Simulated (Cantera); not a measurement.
## Carbon deposition, reforming and gasification: acetone + O2 + N2

Input: 1 mol acetone, 0.033 mol O2, 0.96 mol N2, equilibrated at 0.100 bar.

Method: chemical equilibrium by Gibbs-energy minimisation in Cantera with the NASA 1993 tables (ideal gas, pure condensed phases). Candidate condensed phases: C, C6H6, C7H8, C8H18, H2O; 136 gas species. The feed counts by its element totals alone. Equilibrium is a limit: real reactors are often held back by kinetics, nucleation or transport.

From 2148 K to 2898 K the condensed part is C(graphite). The main C-bearing gas is CO throughout. The share of C in condensed phases is highest at 2148 K (62.6 %) and lowest at 2898 K (47.3 %).

| T (K) | x H2 | x H | x CO | x N2 | x HCN | x C2H2 (acetylene) | x HNC | x CN | n C(graphite) |
|---|---|---|---|---|---|---|---|---|---|
| 2148 | 0.583 | 0.0101 | 0.211 | 0.186 | 0.00834 | 0.00112 | 0.000608 | 4.64e-6 | 1.88 |
| 2223 | 0.577 | 0.0154 | 0.210 | 0.184 | 0.0106 | 0.00168 | 0.000864 | 1.05e-5 | 1.86 |
| 2298 | 0.569 | 0.0228 | 0.210 | 0.182 | 0.0131 | 0.00243 | 0.00119 | 2.23e-5 | 1.84 |
| 2373 | 0.558 | 0.0330 | 0.209 | 0.179 | 0.0160 | 0.00343 | 0.00161 | 4.53e-5 | 1.81 |
| 2448 | 0.544 | 0.0464 | 0.207 | 0.176 | 0.0192 | 0.00471 | 0.00211 | 8.79e-5 | 1.77 |
| 2523 | 0.527 | 0.0638 | 0.205 | 0.172 | 0.0226 | 0.00627 | 0.00271 | 0.000163 | 1.74 |
| 2598 | 0.505 | 0.0856 | 0.203 | 0.168 | 0.0261 | 0.00813 | 0.00341 | 0.000292 | 1.69 |
| 2673 | 0.480 | 0.112 | 0.200 | 0.163 | 0.0297 | 0.0103 | 0.00418 | 0.000504 | 1.64 |
| 2748 | 0.449 | 0.144 | 0.197 | 0.158 | 0.0331 | 0.0126 | 0.00502 | 0.000841 | 1.57 |
| 2823 | 0.415 | 0.181 | 0.193 | 0.152 | 0.0363 | 0.0149 | 0.00589 | 0.00136 | 1.50 |
| 2898 | 0.377 | 0.222 | 0.188 | 0.145 | 0.0390 | 0.0172 | 0.00677 | 0.00214 | 1.42 |
x: gas mole fraction; n: condensed amount in mol.
